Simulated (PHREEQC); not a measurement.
Spent oxide etchant: an equilibrium model

Consider water at 25 °C with 59 mmol/kgw NH4HF2, 0.056 mmol/kgw (NH4)2SiF6, 20 mmol/kgw H3BO3 and 14 mmol/kgw H2SO4. Closed to the air; pH follows from the charge balance.

All values are PHREEQC results (ion-association model, wateq4f.dat), not measurements.

Precipitation was switched off in this run.

Question: Predict the pH, ionic strength.

Answer: pH 2.83; ionic strength 0.0680 mol/kgw.

Question: In which forms is B present?

Answer: BF4- 98 %, BF3OH- 1.7 % of the B.

Complexes and solids missing from the database can't appear. SiF6-2 is the database's only silicon fluoride. Real BF4- forms and hydrolyses slowly; the run takes it at equilibrium.
